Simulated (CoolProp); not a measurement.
Computed with CoolProp (reference Helmholtz-energy equation of state, Thol 2019).

**Question.** For n-pentane, give the phase and the cv (kJ/(kg K)), viscosity (µPa s) at 216.55 °C and 2.88 MPa; -67.35 °C and 5.93 MPa; 147.35 °C and 0.178 MPa.

**Answer.** 
- 216.55 °C and 2.88 MPa: gas; cv 2.50, viscosity 10.1
- -67.35 °C and 5.93 MPa: liquid; cv 1.48, viscosity 486
- 147.35 °C and 0.178 MPa: gas; cv 2.10, viscosity 9.46

Viscosity comes from a separate model (Quiñones-Cisneros 2006), older than the equation that it now runs on, and unchecked against measurements.
